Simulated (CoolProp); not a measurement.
R22 along the isobar 42.4 bar: Z from the reference equation and from simpler models built on Tc = 369.3 K, pc = 49.90 bar, ω = 0.221; each cubic takes its own stable root.

Values from CoolProp's reference Helmholtz-energy equation of state, Kamei 1995.

```csv
T (K),phase,reference,van der Waals,Soave-Redlich-Kwong,Peng-Robinson
179.4,liquid,0.1575,___,0.1748,0.1555
210,liquid,0.1419,0.2338,___,___
240.5,liquid,0.1314,0.2149,___,0.1279
271,liquid,0.1249,0.2031,0.1378,___
301.6,liquid,0.1222,___,0.1369,0.1209
332.1,liquid,0.1251,0.2037,0.1450,0.1284
362.7,gas,0.5165,0.6012,0.5395,0.5115
393.2,gas,___,0.7225,___,0.6958
```

Problem. What belongs in the gaps?

Solution. 
- 179.4, van der Waals: 0.2618
- 210, Soave-Redlich-Kwong: 0.1563
- 210, Peng-Robinson: 0.1387
- 240.5, Soave-Redlich-Kwong: 0.1444
- 271, Peng-Robinson: 0.1219
- 301.6, van der Waals: 0.1981
- 393.2, reference: 0.7126
- 393.2, Soave-Redlich-Kwong: 0.7217
